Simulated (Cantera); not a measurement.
Input: 1 mol Nb, 0.48 mol O2, 67 mol H2, equilibrated at 5.30 bar.

These are equilibrium values from Cantera (NASA tables, ideal gas, pure condensed phases), not measurements of a reactor. Candidate condensed phases: H2O, Nb, NbO, NbO2, Nb2O5; 12 gas species. Mutual solubility and eutectic melting of coexisting phases are not modelled. NbO: taken at fixed stoichiometry. Condensed phases not in the tables: N, O or C dissolved in the metal. Kinetics and transport are ignored.

x: gas mole fraction; n: condensed amount in mol.

```tsv
T (K)	x H2	x H	x H2O	x NbO2	x NbO	x OH	x O	n Nb(s)	n NbO(s)	n NbO(l)
1075	1.00	6.37e-9	3.21e-7	<1e-12	<1e-12	<1e-12	<1e-12	0.0400	0.960	0
1275	1.000	?	?	<1e-12	<1e-12	<1e-12	<1e-12	0.0404	0.960	0
1475	1.000	5.63e-6	4.86e-5	<1e-12	<1e-12	7.18e-12	<1e-12	0.0433	0.957	0
1675	1.000	5.04e-5	0.000235	8.19e-11	2.89e-11	5.73e-10	<1e-12	0.0557	0.944	0
1875	0.999	?	?	?	?	?	?	?	0.907	0
2075	0.997	0.00116	0.00211	3.64e-7	1.07e-7	2.79e-7	2.32e-10	0.182	0.818	0
2275	0.992	0.00367	0.00407	5.87e-6	1.85e-6	2.35e-6	5.96e-9	0.314	0	0.685
2475	0.985	0.00970	0.00542	3.54e-5	1.54e-5	1.08e-5	7.00e-8	0.408	0	0.588
```

Problem. Fill in the missing entries.

Solution. 
- 1275, x H: 3.20e-7
- 1275, x H2O: 5.96e-6
- 1875, x H: 0.000285
- 1875, x H2O: 0.000798
- 1875, x NbO2: 8.73e-9
- 1875, x NbO: 2.76e-9
- 1875, x OH: 1.77e-8
- 1875, x O: 3.82e-12
- 1875, n Nb(s): 0.0935
